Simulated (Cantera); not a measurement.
An isothermal, constant-pressure homogeneous reactor starts with NO : N₂ = 1 : 2.1 (molar parts), at 2198 K and 0.0263 atm.

Computed with Cantera and GRI-Mech 3.0 (53 species, 325 reactions). Radical loss at walls, strong at low pressure, is not modelled.

### Question
Predict: x(NO) at 3.00 s; x(O) at 3.00 s; x(N₂) at 3.00 s; x(N₂O) at 3.00 s; x(NO₂) at 3.00 s.

### Answer
- x(NO) at 3.00 s = 0.0347 (gas-phase equilibrium 0.0110)
- x(O) at 3.00 s = 0.00614 (gas-phase equilibrium 0.00641)
- x(N₂) at 3.00 s = 0.819 (gas-phase equilibrium 0.831)
- x(N₂O) at 3.00 s = 3.76e-7 (gas-phase equilibrium 1.03e-7)
- x(NO₂) at 3.00 s = 5.92e-6 (gas-phase equilibrium 1.95e-6)
